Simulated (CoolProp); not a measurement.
Model: reference Helmholtz-energy equation of state, Lemmon 2016, in CoolProp.

Question: Give the vapour pressure (kPa), liquid density (kg/m³), liquid cp (kJ/(kg K)), surface tension (mN/m) of saturated R227EA at 282.2 K.

Answer: 
| T (K) | p (kPa) | liquid density (kg/m³) | liquid cp (kJ/(kg K)) | surface tension (mN/m) |
|---|---|---|---|---|
| 282.2 | 271 | 1450 | 1.14 | 8.90 |

Surface tension comes from a separate correlation (Mulero 2012).
